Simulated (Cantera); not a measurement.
A perfectly stirred reactor is fed with 20.0 % NH₃, 80.0 % N₂, at 100.0 Torr; it is held at 1823 K, and followed from long to short residence time.

Detailed kinetics in Cantera: the gas-phase N/H chemistry of the illustrative SiF4/NH3 mechanism in the Surface Chemkin manual (1991). Walls and surfaces, which speed up NH3 decomposition in real reactors, are not modelled.

x: mole fraction; the columns are a selection and need not sum to one.

```csv
τ (s),x NH₃,x NH₂,x H₂,x N₂H₂,x NH,x H
11,0.0285,5.50e-5,0.214,6.01e-8,1.75e-6,0.000153
3.7,0.0608,9.49e-5,0.174,1.55e-7,2.37e-6,0.000100
1.3,0.106,0.000143,0.117,3.17e-7,2.91e-6,5.86e-5
0.47,0.149,0.000187,0.0632,4.97e-7,3.14e-6,2.96e-5
0.17,0.178,0.000223,0.0277,6.26e-7,2.93e-6,1.32e-5
0.059,0.192,0.000251,0.0101,6.71e-7,2.36e-6,5.19e-6
0.021,0.197,0.000258,___,6.22e-7,___,___
0.0075,0.199,___,___,___,___,___
```

Q: Some entries are withheld; supply them.

A: 
- 0.021, x H₂: 0.00337
- 0.021, x NH: 1.78e-6
- 0.021, x H: 1.92e-6
- 0.0075, x NH₂: 0.000229
- 0.0075, x H₂: 0.000955
- 0.0075, x N₂H₂: 4.55e-7
- 0.0075, x NH: 1.27e-6
- 0.0075, x H: 6.49e-7
